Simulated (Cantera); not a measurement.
A closed system holds: 1 mol acetone, 5.5 mol H2, 31 mol N2, at 0.133 bar.

Cantera equilibrium calculation (NASA polynomials, part measured and part estimated; ideal gas, pure solids and liquids). Candidate condensed phases: C, C6H6, C7H8, C8H18, H2O; 169 gas species. Ions and electrons are included (thermal ionisation). The feed counts by its element totals alone. Rates play no part.

What share of the C ends up in condensed phases as a function of T (°C), at 1727, 2227, 2727, 3227, 3727, 4227, 4727?


```
T (°C)  C condensed (%)           as
------  ---------------  -----------
1727               57.9  C(graphite)
2227               21.7  C(graphite)
2727                0.0            -
3227                0.0            -
3727                0.0            -
4227                0.0            -
4727                0.0            -
```
